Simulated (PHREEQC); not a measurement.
A solution holds 0.0098 mol NaHF2 per kg of water, at 25 °C. Closed to the air; pH follows from the charge balance.

Model: ion-association model, wateq4f.dat, run in PHREEQC.

The pH is 3.21, the ionic strength is 0.0104 mol/kgw and the total alkalinity comes out as -9.80 meq/kg.

| species | molality | activity | log γ |
|---|---|---|---|
| F- | 0.0101 | 0.00908 | -0.047 |
| Na+ | 0.00975 | 0.00879 | -0.045 |
| HF | 0.00842 | 0.00844 | 0.001 |
| H+ | 0.000680 | 0.000620 | -0.040 |
| HF2- | 0.000327 | 0.000294 | -0.047 |
| H2F2 | 0.000185 | 0.000186 | 0.001 |
| NaF | 4.58e-5 | 4.59e-5 | 0.001 |

This is a speciation only: nothing precipitates in the calculation.
